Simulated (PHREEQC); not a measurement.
A solution holds 0.0053 mol/kgw NH3 and 0.014 mol/kgw K2SiO3, at 25 °C. Closed to the air; pH follows from the charge balance.

Model: ion-association model, phreeqc.dat, run in PHREEQC.

The pH is 12.03 and the ionic strength is 0.0294 mol/kgw. The total alkalinity is 33.3 meq/kg.

```json
[
 {"species": "K+", "molality": "0.0280", "activity": "0.0237", "log γ": "-0.073"},
 {"species": "OH-", "molality": "0.0127", "activity": "0.0107", "log γ": "-0.073"},
 {"species": "H3SiO4-", "molality": "0.0125", "activity": "0.0106", "log γ": "-0.071"},
 {"species": "NH3", "molality": "0.00529", "activity": "0.00532", "log γ": "0.003"},
 {"species": "H2SiO4-2", "molality": "0.00142", "activity": "0.000764", "log γ": "-0.268"},
 {"species": "H4SiO4", "molality": "6.76e-5", "activity": "6.81e-5", "log γ": "0.003"},
 {"species": "NH4+", "molality": "1.05e-5", "activity": "8.83e-6", "log γ": "-0.077"}
]
```

No solid was allowed to form.
